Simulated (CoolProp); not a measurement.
Properties of ethanol along the isobar 348 bar (Tc = 514.7 K, pc = 62.68 bar, ω = 0.644).

Computed with CoolProp (reference Helmholtz-energy equation of state, Schroeder 2014).

| T (K) | phase | cp (kJ/(kg K)) | cv (kJ/(kg K)) | speed of sound (m/s) | viscosity (µPa s) | conductivity (mW/(m K)) |
|---|---|---|---|---|---|---|
| 338.7 | liquid | 2.718 | [?] | 1227 | 670 | [?] |
| 352 | liquid | 2.832 | 2.391 | [?] | 556 | 172 |
| 365.3 | liquid | 2.949 | 2.475 | 1160 | 467 | 170 |
| 378.6 | liquid | 3.068 | 2.556 | 1126 | 397 | 168 |
| 391.9 | liquid | 3.189 | 2.630 | 1092 | 341 | 166 |
| 405.2 | liquid | 3.310 | 2.697 | 1057 | 295 | 164 |
| 418.5 | liquid | [?] | 2.754 | [?] | 256 | 163 |
| 431.8 | liquid | 3.534 | 2.799 | 984.2 | 224 | 161 |
| 445.1 | liquid | 3.628 | 2.832 | 946.9 | [?] | 159 |
| 458.4 | liquid | 3.709 | 2.856 | [?] | 175 | 157 |

Question: Complete the blanks.

Answer: 
- 338.7, cv (kJ/(kg K)): 2.303
- 338.7, conductivity (mW/(m K)): 174
- 352, speed of sound (m/s): 1193
- 418.5, cp (kJ/(kg K)): 3.426
- 418.5, speed of sound (m/s): 1021
- 445.1, viscosity (µPa s): 197
- 458.4, speed of sound (m/s): 909.5

Viscosity comes from a separate model (Kiselev 2005). Thermal conductivity comes from a separate model (Assael 2013).
